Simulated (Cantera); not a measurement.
Feed: 1 mol C3H6, 0.091 mol CO2, 2.8 mol H2, at 2100 K and 3.50 bar.

Method: chemical equilibrium by Gibbs-energy minimisation in Cantera with the NASA 1993 tables (ideal gas, pure condensed phases). Candidate condensed phases: C, C6H6, C7H8, C8H18, H2O; 110 gas species. Equilibrium is a limit: real reactors are often held back by kinetics, nucleation or transport.

Base state: H2 0.965, CO 0.0304, H 0.00164, C2H2 (acetylene) 0.00139, CH4 0.00108, CH3 3.56e-5, C2H4 1.86e-5 (mole fractions); condensed: C(graphite).

Q: What changes in the equilibrium state with this change: temperature from 2100 K to 1748 K?

A: 
```json
[
 {"species": "H2", "before": "0.965", "after": "0.966"},
 {"species": "CO", "before": "0.0304", "after": "0.0305"},
 {"species": "CH4", "before": "0.00108", "after": "0.00301"},
 {"species": "H", "before": "0.00164", "after": "0.000120"},
 {"species": "C2H2 (acetylene)", "before": "0.00139", "after": "0.000109"},
 {"species": "CH3", "before": "3.56e-5", "after": "7.58e-6"},
 {"species": "H2O", "before": "8.25e-6", "after": "3.83e-5"},
 {"species": "C2H4", "before": "1.86e-5", "after": "1.25e-5"},
 {"species": "C(graphite), mol", "before": "2.89", "after": "2.89"}
]
```

Q: What changes in the equilibrium state with this change: temperature from 2100 K to 825 K?

A: 
```tsv
species	before	after
CH4	0.00108	0.540
H2	0.965	0.413
H2O	8.25e-6	0.0440
CO	0.0304	0.00241
H	0.00164	<1e-9
C2H2 (acetylene)	0.00139	<1e-9
CH3	3.56e-5	<1e-9
C(graphite), mol	2.89	1.04
```
